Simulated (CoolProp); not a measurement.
Vapour-liquid equilibrium of R143a (1) + R1234yf (2) at 287.6 K; x and y are mole fractions of (1).

Model: multi-fluid Helmholtz-energy mixture model, Lemmon and Jacobsen 2000 and Lemmon 2022; pair parameters Bell 2016, in CoolProp.

```csv
x,"bubble pressure, mixture model (MPa)","bubble pressure, Raoult's law (MPa)","y, mixture model","y, Raoult's law"
0.05,0.5264,0.5243,0.087,0.091
0.125,0.5622,0.5578,0.203,0.213
0.2,0.5972,0.5914,0.305,0.321
0.275,0.6315,0.6249,0.396,0.418
0.35,0.6652,0.6584,0.478,0.504
0.425,0.6985,0.6920,0.554,0.583
0.5,0.7315,0.7255,0.624,0.654
0.575,0.7642,0.7590,0.689,0.719
0.65,0.7968,0.7926,0.750,0.778
0.725,0.8293,0.8261,0.808,0.833
0.8,0.8618,0.8596,0.863,0.883
0.875,0.8944,0.8931,0.916,0.930
0.95,0.9271,0.9267,0.967,0.973
```

The largest gap from Raoult's law is +1.1 % in bubble pressure, at x = 0.275. No azeotrope shows between x = 0.05 and 0.95.

Pair parameters are fitted to limited data, so mixtures are less certain than the pure fluids.
